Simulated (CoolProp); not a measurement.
Methane along the isotherm -13.25 °C: Z from the reference equation and from simpler models built on Tc = -82.6 °C, pc = 4599 kPa, ω = 0.011; each cubic takes its own stable root.

Model: reference Helmholtz-energy equation of state, Setzmann 1991, in CoolProp.

```
p (kPa)          phase  reference
-------  -------------  ---------
767                gas     0.9786
1530               gas     0.9571
2300               gas     0.9353
3070               gas     0.9135
3830               gas     0.8919
4600     supercritical     0.8701
5370     supercritical     0.8485
6130     supercritical     0.8275
6900     supercritical     0.8068
7670     supercritical     0.7869
8430     supercritical     0.7682
9200     supercritical     0.7507
9960     supercritical     0.7350
10700    supercritical     0.7216
11500    supercritical     0.7093
```

Problem. How far does each simpler model (van der Waals, Soave-Redlich-Kwong, Peng-Robinson) lie from the reference over these 15 states: mean and median of the absolute difference, and the worst?

Solution. 
- van der Waals: mean 3.0 %, median 3.0 %, worst -5.8 % at -13.25 °C and 9960 kPa
- Soave-Redlich-Kwong: mean 1.1 %, median 0.6 %, worst +3.8 % at -13.25 °C and 11500 kPa
- Peng-Robinson: mean 2.3 %, median 2.5 %, worst -3.1 % at -13.25 °C and 7670 kPa
